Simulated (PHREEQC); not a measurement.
Model water analysis in mmol/kgw, 23 °C, pH 6.23, pe 12.8:

```tsv
constituent	mmol/kgw
Na	0.00571
K	2.15e-07
Ca	0.00326
Mg	0.00197
Cl	0.00211
S(6)	0.00124
Alkalinity (meq/kgw)	0.0118
Cd	1.95e-06
```

Valence states are taken as typed.

All values are PHREEQC results (ion-association model, phreeqc.dat), not measurements.

No solid was allowed to form.

Task: Estimate the charge-balance error.

Result: charge-balance error -0.6 %.

Task: In which forms is C present?

Result: CO2 57 %, HCO3- 43 % of the C.
